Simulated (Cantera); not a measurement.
Mixture: 6.80 % CH4, 1.90 % C2H6, 16.9 % O2, 63.5 % N2, 10.9 % H2O, at 2.50 bar, adiabatic and at constant pressure. Ignition delay is the time to a rise of 400 K.

Detailed kinetics in Cantera: GRI-Mech 3.0 (53 species, 325 reactions).

Question: Predict: delay at 1225 K; delay at 1325 K; delay at 1425 K; delay at 1525 K; delay at 1625 K; apparent activation energy between 1525 and 1625 K.

Answer: 
```json
{
 "delay at 1225 K": "1.11 ms",
 "delay at 1325 K": "0.352 ms",
 "delay at 1425 K": "0.150 ms",
 "delay at 1525 K": "71.9 µs",
 "delay at 1625 K": "36.7 µs",
 "apparent activation energy between 1525 and 1625 K": "140 kJ/mol"
}
```
